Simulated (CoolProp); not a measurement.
A simple Rankine cycle with sulfur dioxide: condensing at 298.15 K, boiler at 1.56 MPa, turbine inlet 362 K, turbine efficiency 0.65, pump efficiency 0.8, no recuperator. Each further row changes one setting.

The numbers come from the reference Helmholtz-energy equation of state, Gao 2016 in CoolProp.

| case | thermal efficiency (%) | net work (kJ/kg) | heat in (kJ/kg) | turbine exit temperature (K) | volume ratio over the turbine |
|---|---|---|---|---|---|
| as stated | [?] | 31.7 | 382 | 298.2 | [?] |
| turbine inlet 382 K | 8.5 | [?] | 399 | 310.5 | [?] |
| condensing temperature 290.15 K | 9.6 | [?] | 393 | 290.1 | 4.51 |
| boiler pressure 1.09 MPa | 6.4 | [?] | 391 | [?] | 2.48 |
| turbine efficiency 0.55 | 7.0 | [?] | 382 | 298.2 | 3.55 |

Problem. Fill in the missing entries.

Solution. 
- as stated, thermal efficiency (%): 8.3
- as stated, volume ratio over the turbine: 3.50
- turbine inlet 382 K, net work (kJ/kg): 33.9
- turbine inlet 382 K, volume ratio over the turbine: 3.44
- condensing temperature 290.15 K, net work (kJ/kg): 37.6
- boiler pressure 1.09 MPa, net work (kJ/kg): 25.1
- boiler pressure 1.09 MPa, turbine exit temperature (K): 310.7
- turbine efficiency 0.55, net work (kJ/kg): 26.7

The expansion ends wet for: as stated; condensing temperature 290.15 K; turbine efficiency 0.55.
